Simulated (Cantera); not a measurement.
Feed: 1 mol Zr, 3.7 mol NH₃, a varied amount of N₂, at 2002 °C and 0.150 Pa.

Equilibrium computed with Cantera from the NASA thermochemical tables; the gas is ideal and each condensed phase is pure. Candidate condensed phases: Zr, ZrN; 11 gas species. ZrN: taken at fixed stoichiometry. The numbers say what is thermodynamically allowed, not how fast it happens.

x: gas mole fraction; n: condensed amount in mol.

```csv
n(N₂) (mol),x N₂,x H,x Zr,x H₂,x N,x NH,n ZrN(s)
3.2,0.296,0.650,0.0454,0.00878,1.32e-5,3.58e-9,0.245
4.6,0.351,0.600,0.0417,0.00750,1.43e-5,3.60e-9,0.248
6.7,0.418,0.538,0.0382,0.00602,1.56e-5,3.52e-9,0.229
9.6,___,___,0.0353,___,1.69e-5,3.33e-9,___
14,___,___,0.0327,___,1.83e-5,___,___
20,0.645,0.323,0.0295,0.00218,1.94e-5,2.63e-9,0
29,0.719,0.256,0.0233,0.00136,2.05e-5,2.20e-9,0
```

Some entries are withheld; supply them.


- 9.6, x N₂: 0.490
- 9.6, x H: 0.470
- 9.6, x H₂: 0.00460
- 9.6, n ZrN(s): 0.183
- 14, x N₂: 0.570
- 14, x H: 0.394
- 14, x H₂: 0.00323
- 14, x NH: 3.01e-9
- 14, n ZrN(s): 0.0936
